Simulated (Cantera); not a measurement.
Charge: 1 mol HMDSO, 2.3 mol O3, 32 mol H2, 1.9 mol O2, at 1075 K and 1.00 bar.

These are equilibrium values from Cantera (NASA tables, ideal gas, pure condensed phases), not measurements of a reactor. Candidate condensed phases: C, C6H6, C7H8, C8H18, H2O, Si, SiC, SiO2; 123 gas species. The feed counts by its element totals alone. The numbers say what is thermodynamically allowed, not how fast it happens.

Base state: H2 0.830, CO 0.115, H2O 0.0402, CH4 0.00930, CO2 0.00597 (mole fractions); condensed: SiO2(β-quartz).

Q: What changes in the equilibrium state with this change: HMDSO replaced by TEOS?

A: 
```csv
species,before,after
H2,0.830,0.756
CO,0.115,0.141
H2O,0.0402,0.0825
CO2,0.00597,0.0165
CH4,0.00930,0.00420
"SiO2(β-quartz), mol",2.00,1.00
```

Q: What changes in the equilibrium state with this change: temperature from 1075 K to 2123 K?

A: 
| species | before | after |
|---|---|---|
| H2 | 0.830 | 0.819 |
| CO | 0.115 | 0.125 |
| H2O | 0.0402 | 0.0428 |
| CH4 | 0.00930 | 3.71e-8 |
| SiO | <1e-9 | 0.00835 |
| H | 1.34e-8 | 0.00325 |
| OH | <1e-9 | 2.10e-5 |
| CO2 | 0.00597 | 0.00130 |
| SiO2(β-quartz), mol | 2.00 | 0 |
| SiO2(l), mol | 0 | 1.60 |
The tables hold silica as quartz up to 1696 K and as liquid above; real silica turns to tridymite and cristobalite and melts near 1996 K. Gases not in the tables: Si(OH)4.
